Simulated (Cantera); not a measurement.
# Al + HCl (aluminium and copper etching)

Input: 1 mol Al, 5.3 mol HCl, equilibrated at 0.133 bar.

These are equilibrium values from Cantera (NASA tables, ideal gas, pure condensed phases), not measurements of a reactor. Candidate condensed phases: Al, AlCl₃; 12 gas species. The tables' values for AlCl₂ are old estimates; treat these amounts as uncertain. Kinetics and transport are ignored.

From 302 °C to 902 °C nothing is condensed. The main Al-bearing gas is Al₂Cl₆ at 302 °C and AlCl₃ at 902 °C.

```
T (°C)  log p HCl  log p H₂  log p AlCl₃  log p Al₂Cl₆
------  ---------  --------  -----------  ------------
302         -1.15     -1.34        -2.72         -1.84
402         -1.16     -1.35        -1.99         -2.01
502         -1.18     -1.37        -1.65         -2.52
602         -1.19     -1.38        -1.57         -3.28
702         -1.19     -1.38        -1.56         -3.97
802         -1.19     -1.38        -1.56         -4.53
902         -1.19     -1.38        -1.56         -5.00
```
log p: log10 of the partial pressure in bar; nothing condenses.
